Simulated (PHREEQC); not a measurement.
Make-up at 25 °C: 41 mmol/kgw KHCO3. Closed to the air; pH follows from the charge balance.

Computed with PHREEQC (ion-association model, phreeqc.dat).

Each row changes one thing in this solution. No solid was allowed to form.

```csv
case,pH,ionic strength (mol/kgw),CO2 (mol/kgw),CO3-2 (mol/kgw),(CO2)2 (mol/kgw)
as made,8.19,0.0415,0.000489,0.000487,4.43e-9
0.0043 mol/kgw H2SO4 added,6.84,0.0443,0.00861,1.82e-5,(withheld)
diluted 10-fold with water,8.27,0.00414,4.51e-5,4.31e-5,3.74e-11
KHCO3 from 0.041 to 0.0369 mol/kgw,8.19,0.0373,0.000437,0.000436,3.54e-9
KHCO3 from 0.041 to 0.0082 mol/kgw,8.26,0.00829,9.12e-5,8.92e-5,1.53e-10
temperature from 25 to 50 °C,8.07,0.0415,0.000547,0.000539,1.13e-8
KHCO3 from 0.041 to 0.0451 mol/kgw,8.18,(withheld),(withheld),0.000539,5.42e-9
temperature from 25 to 55 °C,8.05,0.0415,0.000560,(withheld),(withheld)
KHCO3 from 0.041 to 0.0041 mol/kgw,8.27,0.00414,4.51e-5,4.31e-5,3.74e-11
```

Task: Some entries are withheld; supply them.

Result: 
- 0.0043 mol/kgw H2SO4 added, (CO2)2 (mol/kgw): 1.38e-6
- KHCO3 from 0.041 to 0.0451 mol/kgw, ionic strength (mol/kgw): 0.0456
- KHCO3 from 0.041 to 0.0451 mol/kgw, CO2 (mol/kgw): 0.000541
- temperature from 25 to 55 °C, CO3-2 (mol/kgw): 0.000550
- temperature from 25 to 55 °C, (CO2)2 (mol/kgw): 1.34e-8

Species that the database lacks are ignored. At this temperature some constants are extrapolated from 25 °C, and those without enthalpy data are left unchanged.
